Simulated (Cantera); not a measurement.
An adiabatic, constant-volume homogeneous reactor starts with 24.9 % CO, 1.19 % H₂, 15.5 % O₂, 58.4 % N₂, at 1423 K and 1.01 bar.

Computed with Cantera and GRI-Mech 3.0 (53 species, 325 reactions).

Problem. Predict: time of steepest temperature rise; temperature at 8.00 s; equilibrium temperature; x(CO) at 8.00 s; x(H₂) at 8.00 s; x(O₂) at 8.00 s; x(NO) at 8.00 s; x(NO₂) at 8.00 s; x(CO₂) at 8.00 s.

Solution. 
```json
{
 "time_of_steepest_temperature_rise": "85.3 µs",
 "temperature at 8.00 s": "2835 K",
 "equilibrium_temperature": "2835 K",
 "x(CO) at 8.00 s": "0.0940 (gas-phase equilibrium 0.0940)",
 "x(H₂) at 8.00 s": "0.000625 (gas-phase equilibrium 0.000625)",
 "x(O₂) at 8.00 s": "0.0585 (gas-phase equilibrium 0.0585)",
 "x(NO) at 8.00 s": "0.0182 (gas-phase equilibrium 0.0182)",
 "x(NO₂) at 8.00 s": "8.56e-6 (gas-phase equilibrium 8.56e-6)",
 "x(CO₂) at 8.00 s": "0.176 (gas-phase equilibrium 0.176)"
}
```
